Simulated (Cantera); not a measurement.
# Iron carbonyl, mercury and lead vapours: HgO + O2 + H2

Charge: 1 mol HgO, 0.21 mol O2, 1.2 mol H2, held at 750 K and 0.00590 bar.

Cantera equilibrium calculation (NASA polynomials, part measured and part estimated; ideal gas, pure solids and liquids). Candidate condensed phases: H2O, Hg, HgO; 10 gas species. The numbers say what is thermodynamically allowed, not how fast it happens.

```json
{
  "x(H2O)": "0.519",
  "x(Hg)": "0.433",
  "x(O2)": "0.0476",
  "gas_amount": "2.310 mol",
  "log10 activity of Hg(l) (absent)": "-3.37"
}
```
